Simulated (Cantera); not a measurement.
Cantera run, input and output.

```python
import numpy as np
import cantera as ct

gas = ct.Solution("h2o2.yaml")
gas.TPX = 573, 13332, {'H2': 1, 'O2': 0.333, 'N2': 1.25, 'H2O': 0.2}
flame = ct.FreeFlame(gas, width=0.16)
flame.set_refine_criteria(ratio=3, slope=0.08, curve=0.16)
flame.transport_model = "mixture-averaged"
flame.solve(loglevel=0, auto=True)
z, T = flame.grid, flame.T
thick = (T[-1] - T[0]) / np.gradient(T, z).max()
show = ['H2', 'O2', 'H2O', 'H', 'O', 'H2O2']
print(f"laminar burning velocity  {flame.velocity[0] * 100:.3f} cm/s")
print(f"burnt temperature         {T[-1]:.1f} K")
print(f"thermal thickness         {thick * 1e3:.4f} mm")
print(f"grid points               {len(z)}")
z0 = z[flame.heat_release_rate.argmax()]
print(f"{'z/mm':>9s}{'T/K':>9s}{'u/(m/s)':>9s}" + "".join(f"{s:>11s}" for s in show))
rows = []
for k in (-3, -2, -1.5, -1, -0.5, -0.25, 0, 0.25, 0.5, 1, 2, 4, 8):
    zz = z0 + k * thick
    rows.append([k * thick, np.interp(zz, z, T), np.interp(zz, z, flame.velocity),
                 *(np.interp(zz, z, flame.X[gas.species_index(s)]) for s in show)])
    print(f"{rows[-1][0] * 1e3:9.3f}{rows[-1][1]:9.1f}{rows[-1][2]:9.3f}" + "".join(f"{x:11.3e}" for x in rows[-1][3:]))
```

It prints:

```
laminar burning velocity  599.827 cm/s
burnt temperature         2263.0 K
thermal thickness         5.9313 mm
grid points               146
     z/mm      T/K  u/(m/s)         H2         O2        H2O          H          O       H2O2
  -17.794    573.0    5.998  3.593e-01  1.197e-01  7.186e-02  1.320e-16  2.523e-18  1.880e-17
  -11.863    573.0    5.998  3.593e-01  1.197e-01  7.186e-02  8.325e-13  1.027e-14  2.454e-16
   -8.897    573.0    5.998  3.593e-01  1.197e-01  7.186e-02  1.137e-10  1.039e-12  2.653e-14
   -5.931    573.0    5.998  3.593e-01  1.197e-01  7.187e-02  6.409e-08  4.654e-10  4.654e-11
   -2.966    578.8    6.053  3.582e-01  1.196e-01  7.229e-02  1.956e-04  4.940e-06  6.573e-07
   -1.483    702.2    7.264  3.379e-01  1.159e-01  8.371e-02  7.291e-03  1.655e-04  1.374e-06
    0.000   1080.4   10.870  2.153e-01  7.552e-02  1.719e-01  6.460e-02  4.612e-03  4.521e-07
    1.483   1342.6   13.349  1.098e-01  1.723e-02  2.820e-01  1.059e-01  7.011e-03  5.745e-07
    2.966   1446.5   14.287  1.018e-01  9.451e-03  2.979e-01  1.014e-01  6.460e-03  5.163e-07
    5.931   1562.6   15.307  1.072e-01  7.746e-03  3.030e-01  8.761e-02  5.960e-03  3.780e-07
   11.863   1693.0   16.420  1.133e-01  6.205e-03  3.090e-01  7.184e-02  5.052e-03  2.224e-07
   23.725   1828.2   17.540  1.185e-01  4.518e-03  3.166e-01  5.608e-02  3.827e-03  1.170e-07
   47.451   1958.9   18.594  1.227e-01  2.911e-03  3.251e-01  4.141e-02  2.526e-03  6.031e-08
```

Cantera simulation using the H2/O2 subset of GRI-Mech 3.0, which has no nitrogen chemistry; the numbers are that mechanism's predictions, not measurements. Burning velocities carry a grid error of a few per cent, more on coarse grids.
